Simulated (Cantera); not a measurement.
A freely propagating, adiabatic, planar premixed flame of 27.8 % H₂, 14.5 % O₂, 57.8 % N₂, equivalence ratio 0.96, unburnt at 498 K and 0.130 bar; mixture-averaged transport, grid criteria slope 0.08 and curve 0.16, no radiation.

Cantera simulation using the H2/O2 subset of GRI-Mech 3.0, which has no nitrogen chemistry; the numbers are that mechanism's predictions, not measurements. Burning velocities carry a grid error of a few per cent, more on coarse grids.

Task: Predict: laminar burning velocity; thermal thickness; peak x(H₂O₂); peak x(H); peak x(OH).

Result: 
| Quantity | Value |
|---|---|
| laminar burning velocity | 398 cm/s |
| thermal thickness | 6.47 mm |
| peak x(H₂O₂) | 3.90e-6 |
| peak x(H) | 0.0766 |
| peak x(OH) | 0.0162 |
